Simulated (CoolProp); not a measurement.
Saturation properties of carbonyl sulfide.

The numbers come from the reference Helmholtz-energy equation of state, Lemmon 2006 in CoolProp. It is a short technical equation, of lower accuracy than the large ones.

```json
[
 {"T (K)": "188.8", "p (MPa)": "0.01496", "vapour density (kg/m³)": "0.5765", "enthalpy of vaporisation (kJ/kg)": "330.8", "surface tension (mN/m)": "27.4"},
 {"T (K)": "206.4", "p (MPa)": "0.04380", "vapour density (kg/m³)": "1.558", "enthalpy of vaporisation (kJ/kg)": "[?]", "surface tension (mN/m)": "23.9"},
 {"T (K)": "223.9", "p (MPa)": "0.1057", "vapour density (kg/m³)": "3.513", "enthalpy of vaporisation (kJ/kg)": "308.3", "surface tension (mN/m)": "20.6"},
 {"T (K)": "241.5", "p (MPa)": "[?]", "vapour density (kg/m³)": "6.990", "enthalpy of vaporisation (kJ/kg)": "296.0", "surface tension (mN/m)": "17.4"},
 {"T (K)": "259", "p (MPa)": "0.4166", "vapour density (kg/m³)": "12.58", "enthalpy of vaporisation (kJ/kg)": "282.4", "surface tension (mN/m)": "14.3"},
 {"T (K)": "276.6", "p (MPa)": "0.7196", "vapour density (kg/m³)": "21.14", "enthalpy of vaporisation (kJ/kg)": "267.1", "surface tension (mN/m)": "11.5"},
 {"T (K)": "294.2", "p (MPa)": "1.160", "vapour density (kg/m³)": "33.69", "enthalpy of vaporisation (kJ/kg)": "249.4", "surface tension (mN/m)": "8.79"},
 {"T (K)": "311.7", "p (MPa)": "1.767", "vapour density (kg/m³)": "51.65", "enthalpy of vaporisation (kJ/kg)": "228.8", "surface tension (mN/m)": "6.34"},
 {"T (K)": "329.3", "p (MPa)": "2.581", "vapour density (kg/m³)": "77.82", "enthalpy of vaporisation (kJ/kg)": "203.6", "surface tension (mN/m)": "[?]"},
 {"T (K)": "346.8", "p (MPa)": "[?]", "vapour density (kg/m³)": "117.2", "enthalpy of vaporisation (kJ/kg)": "171.6", "surface tension (mN/m)": "2.24"}
]
```

Some entries are withheld; supply them.


- 206.4, enthalpy of vaporisation (kJ/kg): 319.7
- 241.5, p (MPa): 0.2221
- 329.3, surface tension (mN/m): 4.13
- 346.8, p (MPa): 3.631

It boils at 223.0 K under 1 atm.

Surface tension comes from a separate correlation (Mulero 2012).
